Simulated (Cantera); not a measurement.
Feed: 1 mol CuO, 1.6 mol CO, 1.4 mol H2, equilibrated at 1 atm.

Equilibrium computed with Cantera from the NASA thermochemical tables; the gas is ideal and each condensed phase is pure. Candidate condensed phases: C, C6H6, C7H8, C8H18, Cu, CuO, Cu(OH)2, Cu2O, H2O; 113 gas species. Rates play no part.

### Question
At 1073 K, list the 5 most abundant gas species with their mole fractions, and the condensed phases.

### Answer
CO 0.351, H2 0.315, CO2 0.183, H2O 0.151, CH4 0.000443. Condensed: Cu(s).
